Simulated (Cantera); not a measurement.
Ignition delay

Mixture: 20.3 % H2, 14.5 % O2, 65.2 % N2, equivalence ratio 0.70, at 2500000 Pa, adiabatic and at constant pressure. Ignition delay is the time to a rise of 400 K.

Model: GRI-Mech 3.0 (53 species, 325 reactions), integrated in Cantera. The hydrogen kinetics of GRI-Mech 3.0 are dated; newer H2 mechanisms differ, most at raised pressure. The pressure lies above the range GRI-Mech 3.0 was tuned for (to about 10 atm). Below about 950 K walls govern HO2 and H2O2 in real vessels.

```csv
T0 (K),delay (ms)
923,45.6
973,13.3
1023,4.37
1073,1.57
1123,0.598
1173,0.238
1223,0.0958
1273,0.0374
1323,0.0132
```

* **apparent activation energy between 1223 and 1323 K**: 270 kJ/mol
